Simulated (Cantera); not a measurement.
Charge: 1 mol C3H6, 1.4 mol NH3, 37 mol N2, held at 21800 Torr.

Cantera equilibrium calculation (NASA polynomials, part measured and part estimated; ideal gas, pure solids and liquids). Candidate condensed phases: C, C6H6, C7H8, C8H18; 92 gas species. Kinetics and transport are ignored.

x: gas mole fraction; n: condensed amount in mol.

```
T (K)   x N2   x H2  x HCN     x CH4     x HNC     x NH3  n C(graphite)
-----  -----  -----  -----  --------  --------  --------  -------------
1373   0.883  0.115      …   0.00194   1.36e-6  0.000100           2.91
1423   0.882  0.116      …   0.00149   2.47e-6   8.53e-5           2.93
1473   0.882  0.117      …   0.00116   4.31e-6   7.31e-5           2.94
1523   0.881  0.117      …  0.000916   7.24e-6   6.31e-5           2.94
1573   0.881  0.117      …  0.000733   1.18e-5   5.50e-5           2.94
1623   0.881  0.118      …  0.000594   1.85e-5   4.83e-5           2.94
1673   0.881  0.118      …  0.000487   2.83e-5   4.26e-5           2.93
1723   0.881  0.118      …  0.000404   4.23e-5   3.79e-5           2.92
1773   0.880  0.118      …  0.000338   6.17e-5   3.39e-5           2.91
1823   0.880  0.117      …  0.000285   8.80e-5   3.05e-5           2.89
1873   0.880  0.117      …  0.000243  0.000123   2.75e-5           2.86
```

Complete the blanks.


- 1373, x HCN: 0.000127
- 1423, x HCN: 0.000191
- 1473, x HCN: 0.000279
- 1523, x HCN: 0.000399
- 1573, x HCN: 0.000555
- 1623, x HCN: 0.000758
- 1673, x HCN: 0.00101
- 1723, x HCN: 0.00133
- 1773, x HCN: 0.00173
- 1823, x HCN: 0.00220
- 1873, x HCN: 0.00277
